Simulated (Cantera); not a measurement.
Input: 1 mol SiCl₄, a varied amount of NH₃, equilibrated at 67.0 mbar.

These are equilibrium values from Cantera (NASA tables, ideal gas, pure condensed phases), not measurements of a reactor. Candidate condensed phases: NH₄Cl, Si, Si₃N₄; 28 gas species. The tables' values for SiCl₃ are old estimates. The numbers say what is thermodynamically allowed, not how fast it happens.

**Question.** What condenses at these points (T in K, n(NH₃) in mol): (2050, 0.35); (1050, 0.35); (1050, 0.19); (1250, 0.9); (850, 0.3)?

**Answer.** 
```
T (K)  n(NH₃) in mol  condensed phases  Si condensed (%)
-----  -------------  ----------------  ----------------
2050            0.35          gas only               0.0
1050            0.35             Si₃N₄              14.2
1050            0.19             Si₃N₄               8.5
1250             0.9             Si₃N₄              31.8
850              0.3             Si₃N₄              11.1
```
